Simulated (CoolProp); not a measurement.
Values from CoolProp's reference Helmholtz-energy equation of state, Fiedler 2023.

Q: For tetrahydrofuran, give the phase and the cp (kJ/(kg K)), speed of sound (m/s) at 384.7 K and 0.969 MPa; 377.1 K and 0.0991 MPa; 359.9 K and 5.7 MPa.

A: 
- 384.7 K and 0.969 MPa: liquid; cp 2.08, speed of sound 888
- 377.1 K and 0.0991 MPa: gas; cp 1.40, speed of sound 214
- 359.9 K and 5.7 MPa: liquid; cp 1.96, speed of sound 1030
